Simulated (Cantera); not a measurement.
A closed system holds: 1 mol borazine, 24 mol H2, at 1.00 bar.

Points: T (K) = 1775, 1875, 1975, 2075, 2175, 2275, 2375.

Cantera's Mixture.equilibrate('TP', solver="vcs", rtol=1e-11, max_steps=5000) on the NASA tables stopped like this:

```
ERROR: FAILURE its = 5001!

*******************************************************************************
CanteraError thrown by MultiPhase::equilibrate:
VCS solver failed. Return code: -1
*******************************************************************************
```

Problem. What got this run through?

Solution. One answer among several that fit: The failure is numerical, not chemical. The same input converged with solver="gibbs", rtol=1e-10, max_steps=50000, and the result passed a check of the equilibrium conditions:
```
log10 of partial pressures in bar; condensed amounts in mol
       T/K        H2         H        N2       BH2       BH3         B      B(b)      B(L)     BN(s)
      1775    -0.000    -3.539    -4.657    -4.423    -5.192    -9.170         0         0     2.999
      1875    -0.000    -3.184    -4.209    -3.956    -4.889    -8.132         0         0     2.997
      1975    -0.001    -2.864    -3.805    -3.538    -4.620    -7.203         0         0     2.992
      2075    -0.002    -2.575    -3.438    -3.163    -4.378    -6.365         0         0      2.98
      2175    -0.003    -2.313    -2.887    -2.933    -4.270    -5.714   0.03714         0      2.93
      2275    -0.006    -2.074    -2.364    -2.736    -4.186    -5.131    0.1836         0     2.764
      2375    -0.013    -1.857    -1.861    -2.572    -4.127    -4.611         0     0.682     2.241
```

The gas is ideal and each condensed phase is pure. The feed counts by its element totals alone. Mutual solubility and eutectic melting of coexisting phases are not modelled. The tables' values for BH2 are old estimates; treat these amounts as uncertain. Gases not in the tables: B2H6 and higher boranes.
